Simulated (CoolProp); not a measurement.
Model: reference Helmholtz-energy equation of state, Lemmon 2005, in CoolProp. It is a short technical equation, of lower accuracy than the large ones.

### Question
For isobutene, give the phase and the density (kg/m³), cp (kJ/(kg K)), fugacity coefficient at 372.5 K and 5.59 MPa; 439 K and 5.59 MPa; 483.4 K and 5.59 MPa.

### Answer
- 372.5 K and 5.59 MPa: liquid; density 496, cp 2.82, fugacity coefficient 0.288
- 439 K and 5.59 MPa: supercritical; density 258, cp 6.98, fugacity coefficient 0.602
- 483.4 K and 5.59 MPa: supercritical; density 120, cp 3.11, fugacity coefficient 0.723
